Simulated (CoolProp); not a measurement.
Saturated liquid density (kg/m³) of nitrous oxide: the reference equation beside estimates from Tc = 36.4 °C, pc = 7.245 MPa, ω = 0.161. Rackett uses Z = 0.29056 − 0.08775 ω.

Computed with CoolProp (reference Helmholtz-energy equation of state, Lemmon 2006). It is a short technical equation, of lower accuracy than the large ones.

```csv
T (°C),reference,Rackett,van der Waals,Redlich-Kwong,Soave-Redlich-Kwong
-63.75,1155,1138,___,1050,1072
-55.65,1129,1113,___,1022,1045
-47.55,1101,1087,688.9,992.7,1017
-39.45,1073,1060,671.4,961.3,986.5
-31.35,1043,___,652.7,927.8,953.7
-23.25,1011,1001,632.8,892.0,918.3
-15.15,977.6,968.5,611.5,853.5,879.7
-7.05,941.4,933.6,588.2,811.6,837.4
1.15,901.2,894.7,562.3,765.1,789.7
```

### Question
Complete the blanks.

### Answer

- -63.75, van der Waals: 721.4
- -55.65, van der Waals: 705.6
- -31.35, Rackett: 1031

Absolute difference from the reference over all 9 rows, mean and median: Rackett 1.1 and 1.2 %, van der Waals 37.5 and 37.4 %, Redlich-Kwong 11.5 and 11.0 %, Soave-Redlich-Kwong 9.1 and 8.6 %.
